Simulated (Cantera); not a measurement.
AlN + O2 (nitride etching)

Input: 1 mol AlN, 0.24 mol O2, at 1125 °C and 210 Torr.

Method: chemical equilibrium by Gibbs-energy minimisation in Cantera with the NASA 1993 tables (ideal gas, pure condensed phases). Candidate condensed phases: Al, AlN, Al2O3; 16 gas species. Mutual solubility and eutectic melting of coexisting phases are not modelled. The numbers say what is thermodynamically allowed, not how fast it happens.

The x(N2) is 1.00, the n(AlN(s)) is 0.680 mol and the n(Al2O3(s)) comes out as 0.160 mol. The gas amount is 0.1600 mol. The log10 activity of Al(l) (absent) is -5.89.
